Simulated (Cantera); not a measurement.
An adiabatic, constant-volume homogeneous reactor starts with CH4 : CO : O2 : N2 : H2O = 1 : 0.16 : 4.95 : 18.6 : 1.8 (molar parts), equivalence ratio 0.42, at 1750 K and 18.0 bar. Integrator tolerance rtol = 1e-08.

Detailed kinetics in Cantera: GRI-Mech 3.0 (53 species, 325 reactions). The pressure lies above the range GRI-Mech 3.0 was tuned for (to about 10 atm).

Task: What does this change do: pressure from 18.0 bar to 1.20 bar?

Result: 
| quantity | before | after |
|---|---|---|
| time of steepest temperature rise | 12.2 µs | 0.115 ms |
| temperature at 2.00 s | 2633 K | 2551 K |
| equilibrium temperature | 2633 K | 2551 K |
| x(CH4) at 2.00 s | <1e-12 (gas-phase equilibrium <1e-12) | <1e-12 (gas-phase equilibrium <1e-12) |
| x(CO) at 2.00 s | 0.00186 (gas-phase equilibrium 0.00186) | 0.00453 (gas-phase equilibrium 0.00453) |
| x(O2) at 2.00 s | 0.0972 (gas-phase equilibrium 0.0972) | 0.0975 (gas-phase equilibrium 0.0975) |
| x(CO2) at 2.00 s | 0.0418 (gas-phase equilibrium 0.0418) | 0.0389 (gas-phase equilibrium 0.0389) |
| x(C2H2) at 2.00 s | <1e-12 (gas-phase equilibrium <1e-12) | <1e-12 (gas-phase equilibrium <1e-12) |
| x(CH2O) at 2.00 s | 1.89e-11 (gas-phase equilibrium 1.89e-11) | 7.78e-12 (gas-phase equilibrium 7.78e-12) |

Task: What does this change do: pressure from 18.0 bar to 2.60 bar?

Result: 
| quantity | before | after |
|---|---|---|
| time of steepest temperature rise | 12.2 µs | 58.4 µs |
| temperature at 2.00 s | 2633 K | 2579 K |
| equilibrium temperature | 2633 K | 2579 K |
| x(CH4) at 2.00 s | <1e-12 (gas-phase equilibrium <1e-12) | <1e-12 (gas-phase equilibrium <1e-12) |
| x(CO) at 2.00 s | 0.00186 (gas-phase equilibrium 0.00186) | 0.00362 (gas-phase equilibrium 0.00362) |
| x(O2) at 2.00 s | 0.0972 (gas-phase equilibrium 0.0972) | 0.0974 (gas-phase equilibrium 0.0974) |
| x(CO2) at 2.00 s | 0.0418 (gas-phase equilibrium 0.0418) | 0.0399 (gas-phase equilibrium 0.0399) |
| x(C2H2) at 2.00 s | <1e-12 (gas-phase equilibrium <1e-12) | <1e-12 (gas-phase equilibrium <1e-12) |
| x(CH2O) at 2.00 s | 1.89e-11 (gas-phase equilibrium 1.89e-11) | 1.06e-11 (gas-phase equilibrium 1.06e-11) |

Task: What does this change do: constant pressure in place of constant volume?

Result: 
| quantity | before | after |
|---|---|---|
| time of steepest temperature rise | 12.2 µs | 12.9 µs |
| temperature at 2.00 s | 2633 K | 2483 K |
| equilibrium temperature | 2633 K | 2483 K |
| x(CH4) at 2.00 s | <1e-12 (gas-phase equilibrium <1e-12) | <1e-12 (gas-phase equilibrium <1e-12) |
| x(CO) at 2.00 s | 0.00186 (gas-phase equilibrium 0.00186) | 0.00108 (gas-phase equilibrium 0.00108) |
| x(O2) at 2.00 s | 0.0972 (gas-phase equilibrium 0.0972) | 0.0997 (gas-phase equilibrium 0.0997) |
| x(CO2) at 2.00 s | 0.0418 (gas-phase equilibrium 0.0418) | 0.0427 (gas-phase equilibrium 0.0427) |
| x(C2H2) at 2.00 s | <1e-12 (gas-phase equilibrium <1e-12) | <1e-12 (gas-phase equilibrium <1e-12) |
| x(CH2O) at 2.00 s | 1.89e-11 (gas-phase equilibrium 1.89e-11) | 4.45e-12 (gas-phase equilibrium 4.45e-12) |
